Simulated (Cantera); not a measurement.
Mixture: C3H8 : O2 : N2 = 1 : 9.43 : 35.5 (molar parts), at 7500 Torr, adiabatic and at constant pressure. Ignition delay is the time to a rise of 400 K.

Detailed kinetics in Cantera: GRI-Mech 3.0 (53 species, 325 reactions). GRI-Mech 3.0 was tuned for natural gas; its chemistry of propane as a main component is partial and can be far from experiment.

Problem. What does this change do: constant volume in place of constant pressure?

Solution. 
```tsv
quantity	before	after
delay at 1150 K	3.71 ms	3.58 ms
delay at 1350 K	0.132 ms	0.123 ms
delay at 1550 K	12.3 µs	11.1 µs
delay at 1750 K	2.91 µs	2.54 µs
apparent activation energy between 1650 and 1850 K	140 kJ/mol	140 kJ/mol
```
